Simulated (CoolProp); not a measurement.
Aqueous lithium chloride as a coolant, 8 % by mass, freezing at -9.1 °C, 1 atm.

Model: Melinder's fits for secondary coolants, in CoolProp.

| T (°C) | viscosity (mPa s) | cp (kJ/(kg K)) | conductivity (W/(m K)) | Prandtl number |
|---|---|---|---|---|
| -7.3 | 2.89 | 3.737 | 0.535 | 20.2 |
| -1.3 | 2.35 | 3.743 | 0.544 | 16.1 |
| 4.7 | 1.95 | 3.748 | 0.554 | 13.2 |
| 10.7 | 1.65 | 3.755 | 0.564 | 11.0 |
| 16.7 | 1.42 | 3.761 | 0.573 | 9.32 |
| 22.6 | 1.24 | 3.768 | 0.582 | 8.02 |
| 28.6 | 1.09 | 3.776 | 0.591 | 6.95 |
| 34.6 | 0.961 | 3.784 | 0.601 | 6.06 |
